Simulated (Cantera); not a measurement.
Feed: 1 mol Ca(OH)₂, 0.072 mol H₂, equilibrated at 0.00133 bar.

Equilibrium computed with Cantera from the NASA thermochemical tables; the gas is ideal and each condensed phase is pure. Candidate condensed phases: Ca, CaO, Ca(OH)₂, H₂O; 14 gas species. The numbers say what is thermodynamically allowed, not how fast it happens.

### Question
Which condensed phases are stable at each of these points (T (K)): 525, 675, 825, 975, 1125, 1275, 1425, 1575, 1725, 1875, 2025?

### Answer
```json
[
 {"T (K)": "525", "condensed phases": "CaO(s) + Ca(OH)₂(s)", "Ca condensed (%)": "100.0"},
 {"T (K)": "675", "condensed phases": "CaO(s)", "Ca condensed (%)": "100.0"},
 {"T (K)": "825", "condensed phases": "CaO(s)", "Ca condensed (%)": "100.0"},
 {"T (K)": "975", "condensed phases": "CaO(s)", "Ca condensed (%)": "100.0"},
 {"T (K)": "1125", "condensed phases": "CaO(s)", "Ca condensed (%)": "100.0"},
 {"T (K)": "1275", "condensed phases": "CaO(s)", "Ca condensed (%)": "100.0"},
 {"T (K)": "1425", "condensed phases": "CaO(s)", "Ca condensed (%)": "100.0"},
 {"T (K)": "1575", "condensed phases": "CaO(s)", "Ca condensed (%)": "100.0"},
 {"T (K)": "1725", "condensed phases": "CaO(s)", "Ca condensed (%)": "100.0"},
 {"T (K)": "1875", "condensed phases": "CaO(s)", "Ca condensed (%)": "100.0"},
 {"T (K)": "2025", "condensed phases": "CaO(s)", "Ca condensed (%)": "100.0"}
]
```

At 525 K the condensed part is CaO(s) + Ca(OH)₂(s). From 675 K to 2025 K the condensed part is CaO(s).
